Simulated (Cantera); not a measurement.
Input: 1 mol AlN, a varied amount of O2, held at 1298.15 K and 0.100 bar.

These are equilibrium values from Cantera (NASA tables, ideal gas, pure condensed phases), not measurements of a reactor. Candidate condensed phases: Al, AlN, Al2O3; 16 gas species. Mutual solubility and eutectic melting of coexisting phases are not modelled. Equilibrium is a limit: real reactors are often held back by kinetics, nucleation or transport.

x: gas mole fraction; n: condensed amount in mol.

| n(O2) (mol) | x N2 | x O2 | x NO | x NO2 | n AlN(s) | n Al2O3(s) |
|---|---|---|---|---|---|---|
| 0.27 | 1.00 | <1e-12 | <1e-12 | <1e-12 | 0.640 | 0.180 |
| 0.38 | 1.00 | <1e-12 | <1e-12 | <1e-12 | (withheld) | (withheld) |
| 0.54 | 1.00 | <1e-12 | <1e-12 | <1e-12 | 0.280 | 0.360 |
| 0.76 | 0.980 | 0.0195 | 0.000133 | 1.41e-7 | 0 | 0.500 |
| 1.1 | 0.588 | 0.412 | 0.000473 | 2.30e-6 | 0 | 0.500 |
| 1.5 | (withheld) | (withheld) | 0.000471 | 2.76e-6 | 0 | 0.500 |
| 2.1 | 0.270 | 0.730 | 0.000427 | 2.76e-6 | 0 | 0.500 |
| 3 | 0.182 | 0.818 | 0.000371 | 2.54e-6 | 0 | 0.500 |
| 4.2 | 0.126 | 0.873 | 0.000319 | 2.26e-6 | 0 | 0.500 |
| 5.9 | 0.0884 | 0.911 | 0.000273 | 1.97e-6 | 0 | 0.500 |
| 8.3 | 0.0620 | 0.938 | 0.000232 | 1.70e-6 | 0 | 0.500 |
| 12 | 0.0425 | 0.957 | 0.000194 | 1.44e-6 | 0 | 0.500 |
| 16 | 0.0317 | 0.968 | 0.000168 | 1.25e-6 | 0 | 0.500 |

### Question
Complete the blanks.

### Answer

- 0.38, n AlN(s): 0.493
- 0.38, n Al2O3(s): 0.253
- 1.5, x N2: 0.400
- 1.5, x O2: 0.600
